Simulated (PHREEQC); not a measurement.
Dissolve 1.3 mmol/kgw Na2SO4 and 54 mmol/kgw MgSO4 at 5 °C. Closed to the air; pH follows from the charge balance.

Computed with PHREEQC (ion-association model, wateq4f.dat).

Problem. The ionic strength comes out as 0.138 mol/kgw. What activity coefficients do NaSO4-, Mg+2, Na+, SO4-2 get?

Solution. NaSO4- 0.77, Mg+2 0.39, Na+ 0.77, SO4-2 0.34.

This is a speciation only: nothing precipitates in the calculation. Away from 25 °C the constants follow the database's enthalpies or fits; those with neither stay at their 25 °C values.
